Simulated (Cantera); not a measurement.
Boron, boron nitride and boron oxide: BCl3 + N2

A closed system holds: 1 mol BCl3, 30 mol N2.

Method: chemical equilibrium by Gibbs-energy minimisation in Cantera with the NASA 1993 tables (ideal gas, pure condensed phases). Candidate condensed phases: B, BN; 10 gas species. N2 is the only nitrogen source here; it is nearly inert below about 1500 K, so the nitride shown seldom forms there in practice. The tables' values for BCl2 are old estimates. The numbers say what is thermodynamically allowed, not how fast it happens.

Stable condensed phases:

```
T in K \ P in Pa
             10     37    140    520   1900   7200  27000 100000
   2375       A      A      A      A      A      A      A      A
   2275       A      A      A      A      A      A      A      A
   2175       A      A      A      A      A      A      A      A
   2075       A      A      A      A      A      A      A      A
   1975       A      A      A      A      A      A      A      A
   1875       A      A      A      A      A      A      B      B
   1775       A      A      A      A      B      B      B      B
   1675       A      A      B      B      B      B      B      B
   1575       B      B      B      B      B      B      B      B
   1475       B      B      B      B      B      B      B      B
   1375       B      B      B      B      B      B      B      B
   1275       B      B      B      B      B      B      B      A
   1175       B      B      B      B      B      A      A      A
   1075       B      B      A      A      A      A      A      A
```

A: gas only; B: BN.
